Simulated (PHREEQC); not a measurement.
Solution (25 °C): 0.003 mol/kgw H2SO4, 0.26 mol/kgw Li2SO4 and 0.0038 mol/kgw MgSO4. Closed to the air; pH follows from the charge balance.

Computed with PHREEQC (ion-association model, phreeqc.dat).

| quantity | before | after |
|---|---|---|
| pH | 2.99 | 3.43 |
| ionic strength (mol/kgw) | 0.642 | 0.652 |
| SO4-2 (mol/kgw) | 0.188 | 0.194 |
| HSO4- (mol/kgw) | 0.00465 | 0.00550 |
| MgSO4 (mol/kgw) | 0.00255 | 0.00314 |
| Mg+2 (mol/kgw) | 0.00125 | 0.000665 |

**Question.** Which change was made?
(A) temperature from 25 to 75 °C
(B) MgSO4 from 0.0038 to 0.0076 mol/kgw
(C) Li2SO4 from 0.26 to 0.052 mol/kgw
(D) Li2SO4 left out

**Answer.** A, temperature from 25 to 75 °C

This is a speciation only: nothing precipitates in the calculation. Away from 25 °C the constants follow the database's enthalpies or fits; those with neither stay at their 25 °C values.
